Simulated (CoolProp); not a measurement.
Vapour-liquid equilibrium of propane (1) + R236EA (2) at 629 kPa; x and y are mole fractions of (1).

Computed with CoolProp (multi-fluid Helmholtz-energy mixture model, Lemmon 2009 and Rui 2013; pair parameters Bell 2016).

| x | bubble temperature, mixture model (K) | bubble temperature, Raoult's law (K) | y, mixture model | y, Raoult's law |
|---|---|---|---|---|
| 0.05 | 322.9 | 330.3 | 0.281 | 0.159 |
| 0.2 | 300.0 | 318.6 | 0.672 | 0.493 |
| 0.35 | 291.1 | 309.1 | 0.778 | 0.693 |
| 0.5 | 287.7 | 301.2 | 0.817 | 0.818 |
| 0.65 | 285.8 | 294.6 | 0.845 | 0.899 |
| 0.8 | 284.2 | 289.0 | 0.882 | 0.953 |
| 0.95 | 282.9 | 284.2 | 0.957 | 0.990 |

The largest gap from Raoult's law is -18.6 K in bubble temperature, at x = 0.2. No azeotrope shows between x = 0.05 and 0.95.

Pair parameters are fitted to limited data, so mixtures are less certain than the pure fluids. With so large a gap from Raoult's law the liquid may split in two, which this calculation doesn't test in full.
